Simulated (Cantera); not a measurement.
Input (Python, Cantera):

```python
import numpy as np
import cantera as ct

gas = ct.Solution("gri30.yaml")
gas.TPX = 1300, 100000, {'CO': 0.0062, 'O2': 0.0081, 'H2O': 0.00011, 'N2': 1}
reactor = ct.IdealGasConstPressureReactor(gas, energy="off", clone=False)
net = ct.ReactorNet([reactor])
net.rtol, net.atol = 1e-08, 1e-18
show = ['CO', 'O2', 'H2O', 'OH', 'CO2', 'H2O2']
times = np.geomspace(0.0006, 7, 14)

steps = ct.SolutionArray(gas, extra=["t"])
rows = []
print(f"{'t/s':>10s}{'T/K':>9s}{'P/Pa':>11s}" + "".join(f"{s:>11s}" for s in show))
for t in times:
    while net.time < t:
        t_next = net.step()
        steps.append(gas.state, t=t_next)
    rows.append([np.interp(t, steps.t, y) for y in (steps.T, steps.P, *steps(*show).X.T)])
    print(f"{t:10.3e}{rows[-1][0]:9.1f}{rows[-1][1]:11.4g}" + "".join(f"{x:11.3e}" for x in rows[-1][2:]))
rate = np.gradient(steps.T, steps.t)
print("integrator steps:", len(steps.t))
if steps.T.max() > steps.T[0] + 200:
    print(f"time of steepest temperature rise: {steps.t[rate.argmax()]:.4e} s")
gas.TPX = 1300, 100000, {'CO': 0.0062, 'O2': 0.0081, 'H2O': 0.00011, 'N2': 1}
gas.equilibrate("TP")
print(f"equilibrium (TP): T = {gas.T:.1f} K  " + "  ".join(f"{s} {gas[s].X[0]:.3e}" for s in show))
```

Output:

```
       t/s      T/K       P/Pa         CO         O2        H2O         OH        CO2       H2O2
 6.000e-04   1300.0      1e+05  6.112e-03  7.985e-03  1.084e-04  6.529e-11  6.637e-09  1.256e-16
 1.233e-03   1300.0      1e+05  6.112e-03  7.985e-03  1.084e-04  2.428e-10  1.536e-08  9.600e-16
 2.534e-03   1300.0      1e+05  6.112e-03  7.985e-03  1.084e-04  1.010e-09  4.487e-08  7.505e-15
 5.208e-03   1300.0      1e+05  6.112e-03  7.985e-03  1.084e-04  6.491e-09  2.419e-07  1.287e-13
 1.070e-02   1300.0      1e+05  6.106e-03  7.980e-03  1.082e-04  1.616e-07  5.647e-06  3.093e-11
 2.200e-02   1300.0      1e+05  5.228e-03  7.393e-03  8.830e-05  1.156e-05  8.851e-04  2.266e-09
 4.521e-02   1300.0      1e+05  1.942e-03  5.807e-03  8.973e-05  1.285e-05  4.182e-03  2.871e-09
 9.291e-02   1300.0      1e+05  5.454e-04  5.183e-03  1.021e-04  7.432e-06  5.583e-03  1.272e-09
 1.909e-01   1300.0      1e+05  1.400e-04  5.003e-03  1.062e-04  3.986e-06  5.990e-03  3.994e-10
 3.924e-01   1300.0      1e+05  3.284e-05  4.956e-03  1.076e-04  2.146e-06  6.098e-03  1.120e-10
 8.064e-01   1300.0      1e+05  6.894e-06  4.945e-03  1.082e-04  1.179e-06  6.124e-03  3.212e-11
 1.657e+00   1300.0      1e+05  1.323e-06  4.943e-03  1.084e-04  6.543e-07  6.129e-03  9.724e-12
 3.406e+00   1300.0      1e+05  2.581e-07  4.943e-03  1.086e-04  3.604e-07  6.130e-03  2.942e-12
 7.000e+00   1300.0      1e+05  5.835e-08  4.943e-03  1.087e-04  2.102e-07  6.131e-03  1.001e-12
integrator steps: 1518
equilibrium (TP): T = 1300.0 K  CO 1.347e-08  O2 4.910e-03  H2O 1.087e-04  OH 1.358e-07  CO2 6.131e-03  H2O2 4.177e-13
```

Model: GRI-Mech 3.0 (53 species, 325 reactions), integrated in Cantera.
